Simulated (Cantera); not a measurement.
Cantera run, input and output.

```python
import numpy as np
import cantera as ct

gas = ct.Solution("gri30.yaml")
gas.TPX = 425, 101325, {'CO': 1, 'H2': 0.036, 'CH4': 0.69, 'O2': 1.94, 'N2': 7.28, 'CO2': 0.39}
inlet = ct.Reservoir(gas, clone=True)
gas.equilibrate("HP")  # start burning
reactor = ct.IdealGasConstPressureReactor(gas, energy="on", clone=False)
exhaust = ct.Reservoir(gas, clone=True)
tau = [0.037, 0.012, 0.0042, 0.0014, 0.00048, 0.00016, 5.6e-05, 1.9e-05, 6.4e-06][0]
for a, b in ((inlet, reactor), (reactor, exhaust)):
    ct.MassFlowController(a, b, mdot=lambda t: reactor.mass / tau)
net = ct.ReactorNet([reactor])
show = ['CO', 'H2', 'CH4', 'C2H', 'N2O', 'CH2']

rows = []
print(f"{'tau/s':>10s}{'T/K':>9s}" + "".join(f"{s:>11s}" for s in show))
for tau in [0.037, 0.012, 0.0042, 0.0014, 0.00048, 0.00016, 5.6e-05, 1.9e-05, 6.4e-06]:
    net.initial_time = 0.0
    net.advance(30 * tau)
    before = gas.X
    net.advance(40 * tau)
    drift = np.max(np.abs(gas.X - before) / (gas.X + 1e-9))
    rows.append([gas.T, *gas[show].X, drift])
    print(f"{tau:10.3e}{gas.T:9.1f}" + "".join(f"{x:11.3e}" for x in gas[show].X))
```

Result:

```
     tau/s      T/K         CO         H2        CH4        C2H        N2O        CH2
 3.700e-02   2214.7  2.081e-02  2.833e-03  4.907e-06  3.761e-12  1.691e-07  1.736e-07
 1.200e-02   2160.4  2.655e-02  3.784e-03  1.128e-05  1.170e-11  1.686e-07  3.687e-07
 4.200e-03   2086.3  3.369e-02  5.103e-03  2.410e-05  2.686e-11  1.607e-07  6.542e-07
 1.400e-03   1988.6  4.203e-02  6.823e-03  5.587e-05  6.128e-11  1.472e-07  1.096e-06
 4.800e-04   1877.0  5.062e-02  8.605e-03  1.398e-04  1.499e-10  1.329e-07  1.769e-06
 1.600e-04   1743.5  6.219e-02  1.015e-02  4.399e-04  4.575e-10  1.186e-07  3.153e-06
 5.600e-05    425.0  8.821e-02  3.176e-03  6.087e-02 -1.567e-45 -5.262e-21 -2.639e-33
 1.900e-05    425.0  8.821e-02  3.176e-03  6.087e-02 -4.587e-51 -1.024e-22  3.234e-33
 6.400e-06    425.0  8.821e-02  3.176e-03  6.087e-02  1.166e-53 -6.271e-25 -1.111e-34
```

Computed with Cantera and GRI-Mech 3.0 (53 species, 325 reactions).
